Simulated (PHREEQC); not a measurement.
A PHREEQC speciation (ion-association model, wateq4f.dat) at 25 °C gives pH 3.85 and these molalities:

```
species      mol/kgw
----------  --------
CuSO4          0.144
Cu+2           0.125
SO4-2          0.124
Cl-          0.00360
HSO4-       0.000527
FeSO4+      0.000518
CuCl+       0.000300
Fe(SO4)2-   0.000268
FeOH+2      0.000266
Fe(OH)2+    0.000191
H+          0.000186
Fe+3         1.42e-5
Fe2(OH)2+4   1.25e-5
Cu2(OH)2+2   7.21e-6
Fe3(OH)4+5   5.65e-6
CuOH+        3.36e-6
FeHSO4+2     4.64e-7
FeCl+2       4.12e-7
CuCl2        2.16e-7
```

**Question.** What are the element totals, and what could have been dissolved in 1 kg of water to give them?

**Answer.** This is not unique; one that fits is totals Cl 0.00390, Cu(2) 0.270, Fe(3) 0.00130, S(6) 0.270 mol/kgw, from 0.27 mol/kgw CuSO4 and 0.0013 mol/kgw FeCl3.

Precipitation was switched off in this run. Examples of supersaturated solids here: Fe(OH)3(a), Antlerite. Others may be too.
